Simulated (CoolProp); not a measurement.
Vapour-liquid equilibrium of n-perfluorobutane (1) + R365MFC (2) at 0.0517 MPa; x and y are mole fractions of (1).

Computed with CoolProp (multi-fluid Helmholtz-energy mixture model, Gao 2022 and Lemmon 2016; pair parameters Bell 2016).

| x | bubble temperature, mixture model (°C) | bubble temperature, Raoult's law (°C) | y, mixture model | y, Raoult's law |
|---|---|---|---|---|
| 0.05 | 4.4 | 18.4 | 0.570 | 0.208 |
| 0.2 | -11.4 | 8.1 | 0.825 | 0.578 |
| 0.35 | -14.0 | 0.6 | 0.856 | 0.761 |
| 0.5 | -14.7 | -5.1 | 0.865 | 0.863 |
| 0.65 | -15.4 | -9.7 | 0.876 | 0.925 |
| 0.8 | -16.3 | -13.5 | 0.903 | 0.965 |
| 0.95 | -17.3 | -16.6 | 0.965 | 0.993 |

The largest gap from Raoult's law is -19.5 K in bubble temperature, at x = 0.2. No azeotrope shows between x = 0.05 and 0.95.

Pair parameters are fitted to limited data, so mixtures are less certain than the pure fluids. With so large a gap from Raoult's law the liquid may split in two, which this calculation doesn't test in full.
